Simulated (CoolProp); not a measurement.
A closed Brayton cycle with carbon dioxide: compressor inlet 319.15 K and 9.9 MPa, high pressure 33.5 MPa, turbine inlet 815 K, compressor efficiency 0.85, turbine efficiency 0.93, recuperator effectiveness 0 (on enthalpy, no pinch check). Each further row changes one setting.

The numbers come from the reference Helmholtz-energy equation of state, Span 1996 in CoolProp.

| case | thermal efficiency (%) | net work (kJ/kg) | compressor to turbine work | compressor exit (K) | turbine exit (K) |
|---|---|---|---|---|---|
| as stated | 18.5 | 113 | 0.30 | 384.3 | 665.9 |
| turbine inlet 765 K | 18.6 | ___ | ___ | 384.3 | 621.3 |
| compressor inlet 329.15 K | 18.2 | 98.4 | 0.39 | 421.0 | 665.9 |
| high pressure 28.5 MPa | 16.5 | 102 | 0.27 | 375.0 | 685.0 |
| recuperator effectiveness 0.5 | ___ | 113 | 0.30 | 384.3 | 665.9 |

Q: Some entries are withheld; supply them.

A: 
- turbine inlet 765 K, net work (kJ/kg): 101
- turbine inlet 765 K, compressor to turbine work: 0.32
- recuperator effectiveness 0.5, thermal efficiency (%): 25.6
